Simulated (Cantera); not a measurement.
Input: 1 mol CH3F, 8.8 mol H2, at 1825 K and 0.00900 bar.

Equilibrium computed with Cantera from the NASA thermochemical tables; the gas is ideal and each condensed phase is pure. Candidate condensed phases: C, C6H6, C7H8, C8H18; 95 gas species. Kinetics and transport are ignored.

Base state: H2 0.903, HF 0.0924, H 0.00441, C2H2 (acetylene) 0.000194 (mole fractions); condensed: C(graphite).

Task: What changes in the equilibrium state with this change: CH3F replaced by c-C4F8?

Result: 
| species | before | after |
|---|---|---|
| HF | 0.0924 | 0.624 |
| H2 | 0.903 | 0.373 |
| H | 0.00441 | 0.00284 |
| C2H2 (acetylene) | 0.000194 | 8.01e-5 |
| C(graphite), mol | 0.996 | 4.00 |
The feed counts by its element totals alone.

Task: What changes in the equilibrium state with this change: temperature from 1825 K to 1348 K?

Result: 
| species | before | after |
|---|---|---|
| H2 | 0.903 | 0.907 |
| HF | 0.0924 | 0.0926 |
| CH4 | 5.20e-6 | 4.32e-5 |
| H | 0.00441 | 2.32e-5 |
| C2H2 (acetylene) | 0.000194 | 1.09e-6 |
| C(graphite), mol | 0.996 | 1.000 |
